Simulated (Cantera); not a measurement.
Input (Python, Cantera) and output of one run.

```python
import numpy as np
import cantera as ct

gas_names = """
    N NO NO2 NO3 N2 N2O O O2 O3 Si SiN SiO SiO2 Si2 Si2N Si3
""".split()
cond_names = """
    Si(cr) Si(L) SiO2(Lqz) SiO2(hqz) SiO2(L) Si2N2O(s) Si3N4(a)
""".split()


# ... load() reads the species with a 1 bar reference pressure and builds the phases ...
atoms = {
    'Si': {'Si': 1},
    'O2': {'O': 2},
    'N2': {'N': 2},
}
top_T = {'Si2N2O(s)': 2100, 'Si3N4(a)': 2400}  # K; cautious upper limits of use, not melting points


# ... equilibrate(T, P, feed) seeds the gas with the atoms and calls Mixture.equilibrate('TP', solver="vcs", rtol=1e-11, max_steps=5000) ...
results = []
feed = {'Si': 1, 'O2': 0.013, 'N2': 410}  # mol
P = 133.322  # Pa
for T in [1598, 1623, 1648, 1673, 1698, 1723, 1748, 1773]:
    mix = equilibrate(T, P, feed)
    results.append((T, P, feed, dict(zip(mix.species_names, mix.species_moles))))
    x = sorted(zip(gas.X, gas.species_names), reverse=True)
    print(f"T = {T:g} K  P = {P:g} Pa  gas = {mix.phase_moles(0):.4g} mol")
    print("   x: " + "  ".join(f"{s} {v:.3e}" for v, s in x if v > 1e-05))
    print("   condensed (mol): " + ("  ".join(f"{mix.phase(i).name} {mix.phase_moles(i):.4g}"
          for i in range(1, mix.n_phases) if mix.phase_moles(i) > 1e-12) or "none"))
```

Output:

```
T = 1598 K  P = 133.322 Pa  gas = 409.4 mol
   x: N2 9.999e-01  SiO 6.351e-05  Si 2.531e-05
   condensed (mol): Si3N4(a) 0.321
T = 1623 K  P = 133.322 Pa  gas = 409.4 mol
   x: N2 9.999e-01  SiO 6.350e-05  Si 5.622e-05
   condensed (mol): Si3N4(a) 0.3164
T = 1648 K  P = 133.322 Pa  gas = 409.5 mol
   x: N2 9.998e-01  Si 1.218e-04  SiO 6.350e-05
   condensed (mol): Si3N4(a) 0.3065
T = 1673 K  P = 133.322 Pa  gas = 409.6 mol
   x: N2 9.997e-01  Si 2.579e-04  SiO 6.348e-05
   condensed (mol): Si3N4(a) 0.2858
T = 1698 K  P = 133.322 Pa  gas = 410.2 mol
   x: N2 9.994e-01  Si 4.926e-04  SiO 6.338e-05  Si2N 1.984e-05  SiN 1.096e-05
   condensed (mol): Si(L) 0.7487
T = 1723 K  P = 133.322 Pa  gas = 410.3 mol
   x: N2 9.992e-01  Si 7.376e-04  SiO 6.336e-05  Si2N 2.656e-05  SiN 1.512e-05
   condensed (mol): Si(L) 0.6394
T = 1748 K  P = 133.322 Pa  gas = 410.5 mol
   x: N2 9.988e-01  Si 1.092e-03  SiO 6.334e-05  Si2N 3.525e-05  SiN 2.067e-05
   condensed (mol): Si(L) 0.4822
T = 1773 K  P = 133.322 Pa  gas = 410.7 mol
   x: N2 9.983e-01  Si 1.598e-03  SiO 6.331e-05  Si2N 4.639e-05  SiN 2.799e-05
   condensed (mol): Si(L) 0.2582
```

Method: chemical equilibrium by Gibbs-energy minimisation in Cantera with the NASA 1993 tables (ideal gas, pure condensed phases). The tables' values for SiN are old estimates; treat these amounts as uncertain.
